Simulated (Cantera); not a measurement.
## Ammonia decomposition in nitride growth gas

An isothermal, constant-pressure homogeneous reactor starts with 86.2 % NH3, 13.8 % N2, at 1625 K and 12.0 Torr.

Computed with Cantera and the gas-phase N/H chemistry of the illustrative SiF4/NH3 mechanism in the Surface Chemkin manual (1991). Walls and surfaces, which speed up NH3 decomposition in real reactors, are not modelled.

```tsv
t (s)	x NH3	x N2H4	x H	x NH	x N2	x H2	x N2H2
0.000300	0.862	<1e-12	7.11e-9	2.20e-12	0.138	2.73e-7	1.65e-12
0.000917	0.862	<1e-12	7.11e-9	3.17e-11	0.138	8.50e-7	4.12e-11
0.00280	0.862	8.19e-12	7.13e-9	4.92e-10	0.138	2.61e-6	7.89e-10
0.00857	0.862	8.13e-11	7.39e-9	6.27e-9	0.138	8.12e-6	1.07e-8
0.0262	0.862	7.66e-10	1.03e-8	5.58e-8	0.138	2.84e-5	1.18e-7
0.0801	0.862	6.38e-9	4.36e-8	3.27e-7	0.138	0.000193	1.06e-6
0.245	0.860	1.69e-8	2.79e-7	7.00e-7	0.138	0.00189	2.85e-6
0.749	0.852	1.66e-8	9.87e-7	7.96e-7	0.140	0.00834	2.87e-6
2.29	0.828	1.51e-8	3.03e-6	9.52e-7	0.145	0.0275	2.72e-6
7.00	0.761	1.25e-8	8.69e-6	1.11e-6	0.157	0.0811	2.31e-6
21.4	0.604	8.63e-9	2.31e-5	1.13e-6	0.188	0.207	1.52e-6
65.4	0.347	3.87e-9	5.39e-5	9.51e-7	0.238	0.415	6.20e-7
200	0.113	7.73e-10	0.000107	5.99e-7	0.283	0.603	1.22e-7
```
x: mole fraction; the columns are a selection and need not sum to one.

Equilibrium at this temperature and pressure: NH3 2.21e-7, N2H4 <1e-12, H 0.000468, NH 1.70e-11, N2 0.305, H2 0.694, N2H2 <1e-12 (gas phase only).
